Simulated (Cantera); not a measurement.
Hydrocarbon pyrolysis for carbon deposition

An isothermal, constant-pressure homogeneous reactor starts with 20.2 % CH4, 79.8 % H2, at 1800 K and 13300 Pa.

Detailed kinetics in Cantera: GRI-Mech 3.0 (53 species, 325 reactions). GRI-Mech 3.0 stops at C3 and has no aromatics, soot or wall deposition, so with more carbon than oxygen in the feed, carbon stays in small species such as C2H2 where larger ones or solid carbon would form.

```
t (s)       x CH4   x H2    x C2H6    x CH2     x CH3
--------  -------  -----  --------  -------  --------
0.000100    0.202  0.798   1.55e-6  3.82e-8  0.000391
0.000217    0.201  0.798   1.07e-5  1.67e-7  0.000829
0.000469    0.200  0.798   5.05e-5  6.22e-7   0.00167
0.00102     0.195  0.800  0.000125  1.49e-6   0.00269
0.00220     0.180  0.808  0.000136  1.76e-6   0.00285
0.00477     0.154  0.824  0.000102  1.60e-6   0.00249
0.0103      0.116  0.846   6.13e-5  1.35e-6   0.00195
0.0224     0.0749  0.871   2.73e-5  1.03e-6   0.00132
0.0484     0.0409  0.891   8.83e-6  6.86e-7  0.000766
0.105      0.0198  0.903   2.23e-6  3.94e-7  0.000390
0.227     0.00910  0.909   5.04e-7  2.02e-7  0.000185
0.492     0.00433  0.912   1.27e-7  1.02e-7   8.96e-5
1.07      0.00246  0.913   5.10e-8  5.91e-8   5.12e-5
2.31      0.00197  0.914   3.79e-8  4.77e-8   4.11e-5
5.00      0.00194  0.914   3.71e-8  4.69e-8   4.03e-5
```
x: mole fraction; the columns are a selection and need not sum to one.

Equilibrium at this temperature and pressure: CH4 0.00194, H2 0.914, C2H6 3.71e-8, CH2 4.69e-8, CH3 4.03e-5 (gas phase only).
